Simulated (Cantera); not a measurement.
Standard-state values (1 bar) from the NASA 1993 polynomials, evaluated with Cantera. Values are per mole of reaction as written; species without (g) are pure solids or liquids, kept so even where they would boil at 1 bar. TaC: taken at fixed stoichiometry.

Between 1075 and 2275 K, where is each reaction favourable under standard conditions?
- 4 C2H6(g) + TaC ⇌ 3 C3H8(g) + Ta


- 4 C2H6(g) + TaC ⇌ 3 C3H8(g) + Ta: ΔG° is 277 kJ at 1075 K and 389 kJ at 2275 K; it stays positive (K < 1). ΔH° is 181 kJ and ΔS° -91 J/K at 2275 K.
